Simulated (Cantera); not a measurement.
Feed: 1 mol SiH₂Cl₂, 1.7 mol N₂, equilibrated at 1.00 bar.

These are equilibrium values from Cantera (NASA tables, ideal gas, pure condensed phases), not measurements of a reactor. Candidate condensed phases: NH₄Cl, Si, Si₃N₄; 28 gas species. N₂ is the only nitrogen source here; it is nearly inert below about 1500 K, so the nitride shown seldom forms there in practice. Rates play no part.

Problem. What share of the Si ends up in condensed phases as a function of T (°C), at 527, 577, 627, 677, 727, 777, 827, 877, 927, 977, 1027, 1077, 1127?

Solution. 
```
T (°C)  Si condensed (%)        as
------  ----------------  --------
527                 67.8  Si₃N₄(s)
577                 68.8  Si₃N₄(s)
627                 69.7  Si₃N₄(s)
677                 70.5  Si₃N₄(s)
727                 71.2  Si₃N₄(s)
777                 71.8  Si₃N₄(s)
827                 72.3  Si₃N₄(s)
877                 72.8  Si₃N₄(s)
927                 73.3  Si₃N₄(s)
977                 73.6  Si₃N₄(s)
1027                73.9  Si₃N₄(s)
1077                74.0  Si₃N₄(s)
1127                74.0  Si₃N₄(s)
```
